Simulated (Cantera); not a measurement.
What does this Cantera script print?

```python
import numpy as np
import cantera as ct

gas_names = [...]  # 109 gases of nasa_gas.yaml made of C, Cl, H, Si
cond_names = """
    C(gr) C6H6(L) C7H8(L) C8H18(L),n-octa Si(cr) Si(L) SiC(b)
""".split()


# ... load() reads the species with a 1 bar reference pressure and builds the phases ...
atoms = {
    'SiH2Cl2': {'Si': 1, 'H': 2, 'CL': 2},
    'C2H4': {'C': 2, 'H': 4},
    'H2': {'H': 2},
}
top_T = {'C(gr)': 4500, 'SiC(b)': 3050}  # K; cautious upper limits of use, not melting points


# ... equilibrate(T, P, feed) seeds the gas with the atoms and calls Mixture.equilibrate('TP', solver="vcs", rtol=1e-11, max_steps=5000) ...
results = []
feed = {'SiH2Cl2': 1, 'C2H4': 0.01, 'H2': 99}  # mol
P = 31000  # Pa
for T in [1423, 1523, 1623, 1723, 1823, 1923, 2023, 2123, 2223, 2323, 2423, 2523, 2623]:
    mix = equilibrate(T, P, feed)
    results.append((T, P, feed, dict(zip(mix.species_names, mix.species_moles))))

top = {s: max(r[3][s] / sum(r[3][g] for g in gas_names) for r in results) for s in gas_names}
cols = sorted((s for s in top if top[s] > 1e-06), key=lambda s: -top[s])[:7]
seen = [c for c in cond_names if any(r[3].get(c, 0) > 1e-12 for r in results)]
print("log10 of partial pressures in bar; condensed amounts in mol")
print(f"{'T/K':>10s}" + "".join(f"{s[:9]:>10s}" for s in cols + seen))
for T, P, feed, n in results:
    ng = sum(n[g] for g in gas_names)
    print(f"{T:10.4g}" + "".join(f"{np.log10(max(n[s] / ng * P / 1e5, 1e-99)):10.3f}" for s in cols)
          + "".join(f"{n.get(c, 0):10.4g}" for c in seen))
```

Result:

```
log10 of partial pressures in bar; condensed amounts in mol
       T/K        H2         H       HCL        Si     SiCL2       SiH        CL    Si(cr)     Si(L)    SiC(b)
      1423    -0.517    -5.436    -2.263    -8.816    -3.529    -8.423    -7.268    0.8744         0   0.01939
      1523    -0.517    -4.895    -2.263    -7.744    -3.494    -7.537    -6.736    0.8715         0   0.01945
      1623    -0.517    -4.419    -2.265    -6.806    -3.469    -6.762    -6.270    0.8665         0   0.01949
      1723    -0.517    -3.998    -2.264    -6.007    -3.472    -6.108    -5.855         0    0.8664   0.01948
      1823    -0.517    -3.622    -2.258    -5.355    -3.522    -5.584    -5.480         0     0.875   0.01937
      1923    -0.518    -3.285    -2.254    -4.770    -3.570    -5.116    -5.144         0    0.8752   0.01908
      2023    -0.519    -2.981    -2.251    -4.245    -3.616    -4.696    -4.842         0    0.8588   0.01804
      2123    -0.520    -2.705    -2.250    -3.770    -3.661    -4.316    -4.570         0    0.8057   0.01426
      2223    -0.523    -2.455    -2.252    -3.337    -3.706    -3.972    -4.323         0    0.6718  0.001388
      2323    -0.528    -2.227    -2.257    -2.943    -3.753    -3.660    -4.100         0    0.3634         0
      2423    -0.535    -2.019    -2.260    -2.686    -3.894    -3.479    -3.892         0         0         0
      2523    -0.543    -1.828    -2.258    -2.646    -4.210    -3.511    -3.694         0         0         0
      2623    -0.554    -1.653    -2.265    -2.622    -4.529    -3.555    -3.519         0         0         0
```

Method: chemical equilibrium by Gibbs-energy minimisation in Cantera with the NASA 1993 tables (ideal gas, pure condensed phases). Mutual solubility and eutectic melting of coexisting phases are not modelled. The tables' values for SiCl, SiCl3 are old estimates; treat these amounts as uncertain. Gases not in the tables: Si2H6 and higher silanes.
